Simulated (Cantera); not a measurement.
A perfectly stirred reactor is fed with CH₄ : N₂ = 1 : 1.2 (molar parts), at 101000 Pa; it is held at 1600 K, and followed from long to short residence time.

Detailed kinetics in Cantera: GRI-Mech 3.0 (53 species, 325 reactions). GRI-Mech 3.0 stops at C3 and has no aromatics, soot or wall deposition, so with more carbon than oxygen in the feed, carbon stays in small species such as C2H2 where larger ones or solid carbon would form.

| quantity | before | after |
|---|---|---|
| x(CH₄) at τ = 4.40 s | 0.0487 | 0.450 |
| x(CH₃) at τ = 4.40 s | 7.78e-5 | 5.29e-6 |
| x(C₂H₆) at τ = 4.40 s | 1.87e-5 | 0.000259 |
| x(H) at τ = 4.40 s | 3.27e-5 | 2.80e-9 |
| x(C₂H₂) at τ = 4.40 s | 0.134 | 0.000757 |
| x(CH₄) at τ = 29.0 ms | 0.326 | 0.455 |
| x(CH₃) at τ = 29.0 ms | 0.000465 | 2.69e-6 |
| x(C₂H₆) at τ = 29.0 ms | 0.000657 | 9.42e-6 |
| x(H) at τ = 29.0 ms | 9.40e-6 | 1.10e-10 |
| x(C₂H₂) at τ = 29.0 ms | 0.0388 | 2.05e-9 |

Q: What was changed between the two runs?
A. pressure from 101000 Pa to 150000 Pa
B. pressure from 101000 Pa to 1330 Pa
C. N2 1.2 to 11 parts
D. temperature 1600 to 1248 K

A: D, temperature 1600 to 1248 K
